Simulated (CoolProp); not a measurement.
Water at several states: density (kg/m³) from the reference equation and from simpler models built on Tc = 647.1 K, pc = 220.6 bar, ω = 0.344; each cubic takes its own stable root.

Computed with CoolProp (reference Helmholtz-energy equation of state, Wagner 2002).

| T (K) | p (bar) | phase | reference |
|---|---|---|---|
| 520.1 | 12.8 | gas | 5.602 |
| 625 | 62.7 | gas | 24.78 |
| 639 | 169 | gas | 95.93 |

Problem. How far does each simpler model (ideal gas, Redlich-Kwong) lie from the reference over these 3 states: mean and median of the absolute difference, and the worst?

Solution. 
- ideal gas: mean 19.1 %, median 12.3 %, worst -40.3 % at 639 K and 169 bar
- Redlich-Kwong: mean 2.8 %, median 1.1 %, worst -6.5 % at 639 K and 169 bar
